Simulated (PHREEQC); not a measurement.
A column of 0.5 m (30 cells, dispersivity 0.025 m, 720 s a shift, diffusion coefficient 3e-10 m²/s) holds 0.0035 eq of the database's cation exchanger X per kg of pore water, first in equilibrium with 2.2 mmol/kgw MgSO4, 7.8 mmol/kgw KBr, 2.6 mmol/kgw NH4Cl and 0.01 mmol/kgw HCl. It is flushed with 8.3 mmol/kgw NH4Cl, 0.4 mmol/kgw MgSO4 and 0.01 mmol/kgw HCl, at 25 °C. Values are for the last cell. The system is closed to CO2. No solid was allowed to form.

Base run: PHREEQC, ion-association model, phreeqc.dat. Each further column changes one thing. The table gives K in solution (mol/kgw).

| pore volumes | base | exchange capacity from 0.0035 to 0.0018 eq/kgw | dispersivity from 0.025 to 0.05 m |
|---|---|---|---|
| 0 | 0.00780 | 0.00780 | 0.00780 |
| 0.3167 | 0.00780 | 0.00780 | 0.00778 |
| 0.7167 | 0.00691 | 0.00671 | 0.00617 |
| 1.017 | 0.00440 | 0.00390 | 0.00400 |
| 1.317 | 0.00223 | 0.00171 | 0.00233 |
| 1.717 | 0.000749 | 0.000462 | 0.00107 |
| 2.017 | 0.000304 | 0.000157 | 0.000581 |
| 2.317 | 0.000117 | 5.03e-5 | 0.000312 |
| 2.717 | 3.12e-5 | 1.04e-5 | 0.000135 |
| 3.017 | 1.12e-5 | 3.12e-6 | 7.13e-5 |
